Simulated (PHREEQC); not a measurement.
**Brine: speciation**

Solution (25 °C): 0.57 mol/kgw MgSO4, 0.087 mol/kgw FeCl2 and 0.17 mol/kgw MgCl2. Closed to the air; pH follows from the charge balance.

Computed with PHREEQC (ion-association model with all activity coefficients set to 1, phreeqc.dat).

No solid was allowed to form.

Estimate the pH, ionic strength.

pH 5.71; ionic strength 0.775 mol/kgw.

In which forms is Mg present?

MgSO4 70 %, Mg+2 30 % of the Mg.

The ionic strength is past about 0.7 mol/kgw, beyond the range of this activity model, so the values are rough.
